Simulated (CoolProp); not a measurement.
CF4 (R14) along the isobar 41.4 bar: Z from the reference equation and from simpler models built on Tc = -45.8 °C, pc = 37.62 bar, ω = 0.178; each cubic takes its own stable root.

Computed with CoolProp (reference Helmholtz-energy equation of state, Platzer 1990). This equation is an older, rougher fit; its heat capacities, sound speeds and derivatives of the liquid may be far off and weren't checked against measurements.

```json
[
 {"T (°C)": "-71.35", "phase": "liquid", "reference": "0.1711"},
 {"T (°C)": "-52.45", "phase": "liquid", "reference": "0.1871"},
 {"T (°C)": "-33.65", "phase": "supercritical", "reference": "0.5655"},
 {"T (°C)": "-14.75", "phase": "supercritical", "reference": "0.7172"},
 {"T (°C)": "4.15", "phase": "supercritical", "reference": "0.7946"},
 {"T (°C)": "22.95", "phase": "supercritical", "reference": "0.8450"},
 {"T (°C)": "41.85", "phase": "supercritical", "reference": "0.8812"},
 {"T (°C)": "60.75", "phase": "supercritical", "reference": "0.9084"},
 {"T (°C)": "79.55", "phase": "supercritical", "reference": "0.9295"},
 {"T (°C)": "98.45", "phase": "supercritical", "reference": "0.9464"},
 {"T (°C)": "117.35", "phase": "supercritical", "reference": "0.9600"},
 {"T (°C)": "136.25", "phase": "supercritical", "reference": "0.9712"}
]
```

How far does each simpler model (Redlich-Kwong, Soave-Redlich-Kwong, Peng-Robinson) lie from the reference over these 12 states: mean and median of the absolute difference, and the worst?


- Redlich-Kwong: mean 3.9 %, median 2.1 %, worst +16.4 % at -52.45 °C and 41.4 bar
- Soave-Redlich-Kwong: mean 2.7 %, median 1.2 %, worst +14.2 % at -52.45 °C and 41.4 bar
- Peng-Robinson: mean 2.1 %, median 1.7 %, worst -5.3 % at -71.35 °C and 41.4 bar
